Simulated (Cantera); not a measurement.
Charge: 1 mol BF₃, a varied amount of H₂, at 1498.15 K and 4.70 mbar.

These are equilibrium values from Cantera (NASA tables, ideal gas, pure condensed phases), not measurements of a reactor. Candidate condensed phases: B; 20 gas species. The tables' values for BF₂ are old estimates; treat these amounts as uncertain. The numbers say what is thermodynamically allowed, not how fast it happens.

x: gas mole fraction; nothing condenses.

```csv
n(H₂) (mol),x H₂,x BF₃,x HF,x BF₂,x BHF₂,x BF
1.1,0.506,0.453,0.0212,0.0114,0.00817,0.000796
1.6,0.597,0.363,0.0202,0.0104,0.00811,0.000829
2.4,0.689,0.275,0.0186,0.00920,0.00769,0.000853
3.5,0.762,0.205,0.0168,0.00801,0.00704,0.000866
5.2,0.824,0.147,0.0147,0.00679,0.00621,0.000869
7.6,0.871,0.104,0.0128,0.00570,0.00535,0.000864
11,0.906,0.0729,0.0110,0.00474,0.00454,0.000853
17,0.935,0.0471,0.00909,0.00376,0.00366,0.000832
25,0.954,[?],[?],0.00303,[?],0.000806
37,0.967,[?],[?],0.00241,[?],0.000775
54,0.976,0.0136,0.00529,0.00191,0.00190,0.000740
```

Task: Some entries are withheld; supply them.

Result: 
- 25, x BF₃: 0.0315
- 25, x HF: 0.00763
- 25, x BHF₂: 0.00298
- 37, x BF₃: 0.0207
- 37, x HF: 0.00634
- 37, x BHF₂: 0.00238
